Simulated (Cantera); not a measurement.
Charge: 1 mol Si₂Cl₆, 1.7 mol HCl, 160 mol N₂, held at 100000 Pa.

These are equilibrium values from Cantera (NASA tables, ideal gas, pure condensed phases), not measurements of a reactor. Candidate condensed phases: NH₄Cl, Si, Si₃N₄; 28 gas species. The feed counts by its element totals alone. N₂ is the only nitrogen source here; it is nearly inert below about 1500 K, so the nitride shown seldom forms there in practice. The tables' values for SiCl₃ are old estimates; treat these amounts as uncertain. Equilibrium is a limit: real reactors are often held back by kinetics, nucleation or transport. All values below are at 1177 °C.

Base state: N₂ 0.980, HCl 0.00977, SiCl₄ 0.00816, SiCl₃ 0.00118, SiCl₂ 0.000619, H₂ 0.000320, SiHCl₃ 2.30e-5 (mole fractions); condensed: Si₃N₄(s).

Q: What changes in the equilibrium state with this change: Si₂Cl₆ replaced by SiH₂Cl₂?

A: 
| species | before | after |
|---|---|---|
| N₂ | 0.980 | 0.979 |
| HCl | 0.00977 | 0.0172 |
| H₂ | 0.000320 | 0.00275 |
| SiCl₄ | 0.00816 | 0.00106 |
| SiCl₃ | 0.00118 | 0.000255 |
| SiCl₂ | 0.000619 | 0.000224 |
| SiHCl₃ | 2.30e-5 | 1.46e-5 |
| Si₃N₄(s), mol | 0.125 | 0.249 |
